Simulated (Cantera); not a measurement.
An isothermal, constant-pressure homogeneous reactor starts with H2 : O2 : N2 : H2O = 0.045 : 1 : 0.94 : 0.076 (molar parts), at 1025 K and 0.0133 bar.

Model: the H2/O2 subset of GRI-Mech 3.0, which has no nitrogen chemistry, integrated in Cantera. Radical loss at walls, strong at low pressure, is not modelled.

x: mole fraction; the columns are a selection and need not sum to one.

```
t (s)         x H2   x O2     x HO2       x H       x O
--------  --------  -----  --------  --------  --------
8.00e-5     0.0218  0.485  1.61e-11  1.38e-11  2.52e-12
0.000229    0.0218  0.485  4.63e-11  3.39e-11  1.75e-11
0.000656    0.0218  0.485  1.34e-10  1.00e-10  1.19e-10
0.00188     0.0218  0.485  4.13e-10  8.27e-10   1.46e-9
0.00538     0.0218  0.485   1.09e-8   2.05e-7   3.80e-7
0.0154     0.00272  0.473   4.25e-6   0.00523   0.00755
0.0442    0.000340  0.476   3.32e-6   0.00114   0.00367
0.126      6.10e-5  0.479   1.77e-6   8.37e-5  0.000663
0.362          [?]  0.479       [?]       [?]       [?]
1.04       1.04e-6  0.479   1.18e-7   2.21e-7   1.27e-5
2.97           [?]  0.480       [?]       [?]       [?]
8.51       4.41e-8  0.480   7.36e-9   2.34e-9   6.13e-7
24.4       1.21e-8  0.480   2.23e-9  3.53e-10   1.73e-7
69.8       3.66e-9  0.480  8.09e-10  6.04e-11   5.35e-8
200        1.18e-9  0.480  4.47e-10  1.13e-11   1.75e-8
```

Problem. Some entries are withheld; supply them.

Solution. 
- 0.362, x H2: 7.56e-6
- 0.362, x HO2: 5.29e-7
- 0.362, x H: 3.84e-6
- 0.362, x O: 8.55e-5
- 2.97, x H2: 1.89e-7
- 2.97, x HO2: 2.75e-8
- 2.97, x H: 1.93e-8
- 2.97, x O: 2.49e-6
